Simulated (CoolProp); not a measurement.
Saturation properties of carbonyl sulfide (Tc = 105.6 °C, pc = 6.369 MPa, ω = 0.098).

Model: reference Helmholtz-energy equation of state, Lemmon 2006, in CoolProp. It is a short technical equation, of lower accuracy than the large ones.

```
T (°C)  p (MPa)  vapour density (kg/m³)  surface tension (mN/m)
------  -------  ----------------------  ----------------------
-22.45   0.3129                   9.618                       ?
-18.95        ?                   10.79                    15.2
-15.45        ?                   12.08                       ?
-11.95   0.4480                   13.47                    14.0
-8.55    0.5000                   14.94                    13.4
-5.05    0.5580                   16.58                    12.8
-1.55    0.6208                   18.35                    12.3
1.95     0.6888                   20.27                    11.7
5.35     0.7599                       ?                       ?
8.85     0.8387                   24.51                    10.6
12.35         ?                       ?                    10.1
```

Question: What belongs in the gaps?

Answer: 
- -22.45, surface tension (mN/m): 15.8
- -18.95, p (MPa): 0.3539
- -15.45, p (MPa): 0.3989
- -15.45, surface tension (mN/m): 14.6
- 5.35, vapour density (kg/m³): 22.28
- 5.35, surface tension (mN/m): 11.2
- 12.35, p (MPa): 0.9233
- 12.35, vapour density (kg/m³): 26.91

It boils at -50.2 °C under 1 atm.

Surface tension comes from a separate correlation (Mulero 2012).
